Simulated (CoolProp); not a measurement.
Cyclopentane along the isotherm 531.7 K: Z from the reference equation and from simpler models built on Tc = 511.7 K, pc = 45.83 bar, ω = 0.202; each cubic takes its own stable root.

The numbers come from the reference Helmholtz-energy equation of state, Gedanitz 2015 in CoolProp.

| p (bar) | phase | reference |
|---|---|---|
| 0.217 | gas | 0.9985 |
| 0.367 | gas | 0.9975 |
| 0.619 | gas | 0.9958 |
| 1.04 | gas | 0.9929 |
| 1.76 | gas | 0.9879 |
| 2.98 | gas | 0.9795 |
| 5.02 | gas | 0.9651 |
| 8.47 | gas | 0.9403 |
| 14.3 | gas | 0.8966 |
| 24.1 | gas | 0.8165 |
| 40.7 | gas | 0.6479 |
| 68.7 | supercritical | 0.2891 |

### Question
How far does each simpler model (van der Waals, Redlich-Kwong, Peng-Robinson) lie from the reference over these 12 states: mean and median of the absolute difference, and the worst?

### Answer
- van der Waals: mean 3.1 %, median 0.4 %, worst +27.5 % at 531.7 K and 68.7 bar
- Redlich-Kwong: mean 1.3 %, median 0.1 %, worst +14.1 % at 531.7 K and 68.7 bar
- Peng-Robinson: mean 1.2 %, median 0.2 %, worst +9.1 % at 531.7 K and 68.7 bar
